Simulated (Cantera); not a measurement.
What does this Cantera script print?

```python
import numpy as np
import cantera as ct

gas = ct.Solution("h2o2.yaml")
gas.TPX = 848, 18000, {'H2': 1.5, 'O2': 1, 'N2': 7.5}
reactor = ct.IdealGasConstPressureReactor(gas, energy="off", clone=False)
net = ct.ReactorNet([reactor])
net.rtol, net.atol = 1e-08, 1e-18
show = ['H2', 'O2', 'OH', 'H2O2', 'HO2', 'O']
times = np.geomspace(0.0004, 100, 10)

steps = ct.SolutionArray(gas, extra=["t"])
rows = []
print(f"{'t/s':>10s}{'T/K':>9s}{'P/Pa':>11s}" + "".join(f"{s:>11s}" for s in show))
for t in times:
    while net.time < t:
        t_next = net.step()
        steps.append(gas.state, t=t_next)
    rows.append([np.interp(t, steps.t, y) for y in (steps.T, steps.P, *steps(*show).X.T)])
    print(f"{t:10.3e}{rows[-1][0]:9.1f}{rows[-1][1]:11.4g}" + "".join(f"{x:11.3e}" for x in rows[-1][2:]))
rate = np.gradient(steps.T, steps.t)
print("integrator steps:", len(steps.t))
if steps.T.max() > steps.T[0] + 200:
    print(f"time of steepest temperature rise: {steps.t[rate.argmax()]:.4e} s")
gas.TPX = 848, 18000, {'H2': 1.5, 'O2': 1, 'N2': 7.5}
gas.equilibrate("TP")
print(f"equilibrium (TP): T = {gas.T:.1f} K  " + "  ".join(f"{s} {gas[s].X[0]:.3e}" for s in show))
```

Result:

```
       t/s      T/K       P/Pa         H2         O2         OH       H2O2        HO2          O
 4.000e-04    848.0    1.8e+04  1.500e-01  1.000e-01  1.303e-13  4.241e-15  1.077e-11  6.096e-13
 1.592e-03    848.0    1.8e+04  1.500e-01  1.000e-01  1.639e-12  2.066e-13  1.907e-10  7.851e-12
 6.333e-03    848.0    1.8e+04  1.500e-01  1.000e-01  2.556e-09  5.712e-10  3.291e-07  1.207e-08
 2.520e-02    848.0    1.8e+04  2.374e-02  3.857e-02  6.701e-06  1.253e-06  1.542e-05  9.724e-06
 1.003e-01    848.0    1.8e+04  2.200e-02  3.772e-02  2.150e-09  1.257e-05  5.007e-06  4.579e-09
 3.989e-01    848.0    1.8e+04  2.197e-02  3.770e-02  2.627e-09  1.788e-05  4.107e-06  5.768e-09
 1.587e+00    848.0    1.8e+04  2.169e-02  3.755e-02  8.358e-09  4.564e-05  6.292e-06  1.579e-08
 6.316e+00    848.0    1.8e+04  1.844e-02  3.595e-02  2.057e-08  8.729e-05  7.924e-06  3.262e-08
 2.513e+01    848.0    1.8e+04  8.340e-03  3.105e-02  2.287e-08  5.960e-05  6.040e-06  3.138e-08
 1.000e+02    848.0    1.8e+04  2.364e-04  2.714e-02  2.076e-08  3.295e-06  1.177e-06  5.989e-09
integrator steps: 2127
equilibrium (TP): T = 848.0 K  H2 9.890e-13  O2 2.703e-02  OH 4.075e-09  H2O2 3.229e-12  HO2 9.448e-12  O 2.658e-13
```

Detailed kinetics in Cantera: the H2/O2 subset of GRI-Mech 3.0, which has no nitrogen chemistry. Below about 950 K walls govern HO2 and H2O2 in real vessels. The temperature is held fixed by assumption; the heat of reaction is taken as removed at once.
